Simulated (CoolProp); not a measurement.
Oxygen along the isotherm 119 K: fugacity coefficient from the reference equation and from simpler models built on Tc = 154.6 K, pc = 5046 kPa, ω = 0.022; each cubic takes its own stable root.

Model: reference Helmholtz-energy equation of state, Schmidt 1985, in CoolProp.

```csv
p (kPa),phase,reference
688,gas,0.9033
1380,liquid,0.6122
2060,liquid,0.4194
2750,liquid,0.3213
3440,liquid,0.2627
4130,liquid,0.2238
4820,liquid,0.1961
5510,liquid,0.1754
6190,liquid,0.1596
6880,liquid,0.1468
7570,liquid,0.1364
```

### Question
How far does each simpler model (van der Waals, Redlich-Kwong) lie from the reference over these 11 states: mean and median of the absolute difference, and the worst?

### Answer
- van der Waals: mean 55.7 %, median 62.0 %, worst +69.9 % at 119 K and 7570 kPa
- Redlich-Kwong: mean 1.8 %, median 1.9 %, worst -2.1 % at 119 K and 1380 kPa

At some of these states van der Waals gives the other phase, because its saturation line lies elsewhere.
